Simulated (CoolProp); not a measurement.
Values from CoolProp's reference Helmholtz-energy equation of state, Bücker 2006.

Question: For n-butane, give the phase and the cv (kJ/(kg K)), isothermal compressibility (1/MPa), fugacity coefficient at 229.8 K and 1.84 MPa; 249.5 K and 1.84 MPa; 269.3 K and 1.84 MPa.

Answer: 
- 229.8 K and 1.84 MPa: liquid; cv 1.53, isothermal compressibility 0.00131, fugacity coefficient 0.00818
- 249.5 K and 1.84 MPa: liquid; cv 1.57, isothermal compressibility 0.00161, fugacity coefficient 0.0221
- 269.3 K and 1.84 MPa: liquid; cv 1.63, isothermal compressibility 0.00201, fugacity coefficient 0.0503
